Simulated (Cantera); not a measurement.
A closed system holds: 1 mol SiC, 0.012 mol O2, 380 mol H2, 0.42 mol N2O, held at 10.0 Torr.

These are equilibrium values from Cantera (NASA tables, ideal gas, pure condensed phases), not measurements of a reactor. Candidate condensed phases: C, C6H6, C7H8, C8H18, H2O, Si, SiC, SiO2, Si2N2O, Si3N4; 151 gas species. Mutual solubility and eutectic melting of coexisting phases are not modelled. Gases not in the tables: Si2H6 and higher silanes. Equilibrium is a limit: real reactors are often held back by kinetics, nucleation or transport.

**Question.** Which condensed phases are stable at each of these points (T (°C)): 700, 800, 900, 1000, 1100, 1200, 1300, 1400, 1500, 1600, 1700, 1800, 1900?

**Answer.** 
| T (°C) | condensed phases | Si condensed (%) |
|---|---|---|
| 700 | C(graphite) + SiC(s) + SiO2(β-quartz) + Si2N2O(s) | 100.0 |
| 800 | C(graphite) + SiC(s) + Si2N2O(s) | 100.0 |
| 900 | C(graphite) + SiC(s) + Si2N2O(s) | 100.0 |
| 1000 | SiC(s) + Si2N2O(s) | 100.0 |
| 1100 | SiC(s) + Si2N2O(s) | 98.9 |
| 1200 | SiC(s) + Si2N2O(s) | 81.7 |
| 1300 | SiC(s) | 77.7 |
| 1400 | SiC(s) | 77.4 |
| 1500 | SiC(s) | 76.3 |
| 1600 | SiC(s) | 71.9 |
| 1700 | SiC(s) | 60.1 |
| 1800 | SiC(s) | 33.3 |
| 1900 | gas only | 0.0 |

At 700 °C the condensed part is C(graphite) + SiC(s) + SiO2(β-quartz) + Si2N2O(s). From 800 °C to 900 °C the condensed part is C(graphite) + SiC(s) + Si2N2O(s). From 1000 °C to 1200 °C the condensed part is SiC(s) + Si2N2O(s). From 1300 °C to 1800 °C the condensed part is SiC(s). At 1900 °C nothing is condensed.
